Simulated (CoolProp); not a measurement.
Vapour-liquid equilibrium of carbon dioxide (1) + propylene (2) at 263.9 K; x and y are mole fractions of (1).

Model: multi-fluid Helmholtz-energy mixture model, Span 1996 and Lemmon 2013; pair parameters Bell 2016, in CoolProp.

```json
[
 {"x": "0.05", "bubble pressure (MPa)": "0.6194", "y at the bubble point": "0.298", "dew pressure at overall composition x (MPa)": "0.4615", "liquid density (mol/L)": "13.56"},
 {"x": "0.15", "bubble pressure (MPa)": "0.9541", "y at the bubble point": "0.561", "dew pressure at overall composition x (MPa)": "0.5149", "liquid density (mol/L)": "14.11"},
 {"x": "0.25", "bubble pressure (MPa)": "1.247", "y at the bubble point": "0.680", "dew pressure at overall composition x (MPa)": "0.5813", "liquid density (mol/L)": "14.69"},
 {"x": "0.35", "bubble pressure (MPa)": "1.499", "y at the bubble point": "0.748", "dew pressure at overall composition x (MPa)": "0.6662", "liquid density (mol/L)": "15.33"},
 {"x": "0.45", "bubble pressure (MPa)": "1.716", "y at the bubble point": "0.796", "dew pressure at overall composition x (MPa)": "0.7786", "liquid density (mol/L)": "16.02"},
 {"x": "0.55", "bubble pressure (MPa)": "1.908", "y at the bubble point": "0.832", "dew pressure at overall composition x (MPa)": "0.9341", "liquid density (mol/L)": "16.79"},
 {"x": "0.65", "bubble pressure (MPa)": "2.086", "y at the bubble point": "0.865", "dew pressure at overall composition x (MPa)": "1.160", "liquid density (mol/L)": "17.66"},
 {"x": "0.75", "bubble pressure (MPa)": "2.259", "y at the bubble point": "0.898", "dew pressure at overall composition x (MPa)": "1.505", "liquid density (mol/L)": "18.68"},
 {"x": "0.85", "bubble pressure (MPa)": "2.434", "y at the bubble point": "0.933", "dew pressure at overall composition x (MPa)": "2.004", "liquid density (mol/L)": "19.89"},
 {"x": "0.95", "bubble pressure (MPa)": "2.614", "y at the bubble point": "0.975", "dew pressure at overall composition x (MPa)": "2.510", "liquid density (mol/L)": "21.38"}
]
```

No azeotrope shows between x = 0.05 and 0.95.

Pair parameters are fitted to limited data, so mixtures are less certain than the pure fluids.
